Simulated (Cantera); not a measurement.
Feed: 1 mol CO, 0.091 mol CO₂, a varied amount of N₂, 0.13 mol NH₃, held at 14300 Torr.

These are equilibrium values from Cantera (NASA tables, ideal gas, pure condensed phases), not measurements of a reactor. Candidate condensed phases: C, C₆H₆, C₇H₈, C₈H₁₈, H₂O; 136 gas species. Rates play no part.

Problem. What condenses at these points (T in K, n(N₂) in mol): (773, 5.6); (1273, 3.3); (1673, 3.3); (1773, 3.3); (1573, 3.3)?

Solution. 
```csv
T (K),n(N₂) in mol,condensed phases,C condensed (%)
773,5.6,C,50.2
1273,3.3,gas only,0.0
1673,3.3,gas only,0.0
1773,3.3,gas only,0.0
1573,3.3,gas only,0.0
```
